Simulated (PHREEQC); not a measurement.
Solution (60 °C): 5.6 mmol/kgw HF, 0.56 mmol/kgw NH3 and 0.04 mmol/kgw KCl. Closed to the air; pH follows from the charge balance.

All values are PHREEQC results (ion-association model, wateq4f.dat), not measurements.

Precipitation was switched off in this run.

Question: Estimate the pH, ionic strength.

Answer: pH 3.03; ionic strength 0.00159 mol/kgw.

Question: In which forms is F present?

Answer: HF 72 %, F- 27 %, HF2- 1.0 % of the F.

Away from 25 °C the constants follow the database's enthalpies or fits; those with neither stay at their 25 °C values.
